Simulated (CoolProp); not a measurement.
Values from CoolProp's reference Helmholtz-energy equation of state, Penoncello 2003.

### Question
Give the vapour pressure (MPa), liquid density (kg/m³), vapour density (kg/m³), liquid cp (kJ/(kg K)) of saturated CHF3 (R23) at 195 K.

### Answer
```csv
T (K),p (MPa),liquid density (kg/m³),vapour density (kg/m³),liquid cp (kJ/(kg K))
195,0.126,1430,5.72,1.24
```
